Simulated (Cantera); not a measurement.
**Thermodynamics of nitride etching, feed AlN + Cl2**

Input: 1 mol AlN, a varied amount of Cl2, held at 1398.15 K and 420 Torr.

Cantera equilibrium calculation (NASA polynomials, part measured and part estimated; ideal gas, pure solids and liquids). Candidate condensed phases: Al, AlCl3, AlN; 11 gas species. Rates play no part.

```tsv
n(Cl2) (mol)	x Cl2	x AlCl3	x N2	x Cl	x Al2Cl6	x AlCl2
3	0.481	0.329	0.165	0.0260	0.000129	5.81e-8
4.2	0.619	0.234	0.117	0.0295	6.58e-5	3.65e-8
5.8	0.714	0.170	0.0848	0.0316	3.44e-5	2.46e-8
8	0.782	0.123	0.0615	0.0331	1.81e-5	1.70e-8
11	0.832	0.0893	0.0447	0.0342	9.55e-6	1.20e-8
15	0.867	0.0655	0.0328	0.0349	5.13e-6	8.62e-9
21	0.894	0.0468	0.0234	0.0354	2.62e-6	6.06e-9
```
x: gas mole fraction; nothing condenses.

From 3 mol Cl2 to 21 mol Cl2 nothing is condensed. The main Al-bearing gas is AlCl3 throughout.
